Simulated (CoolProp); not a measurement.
Model: reference Helmholtz-energy equation of state, Lemmon 2006, in CoolProp. It is a short technical equation, of lower accuracy than the large ones.

**Question.** For C3F8 (R218), give the phase and the density (kg/m³), viscosity (µPa s) at -52.25 °C and 2.99 MPa; 10.35 °C and 2.99 MPa; 104.25 °C and 2.99 MPa.

**Answer.** 
- -52.25 °C and 2.99 MPa: liquid; density 1680, viscosity 601
- 10.35 °C and 2.99 MPa: liquid; density 1430, viscosity 227
- 104.25 °C and 2.99 MPa: supercritical; density 275, viscosity 20.9

Viscosity comes from a separate model (Huber 2003), an estimate that may be off by 10 % or more.
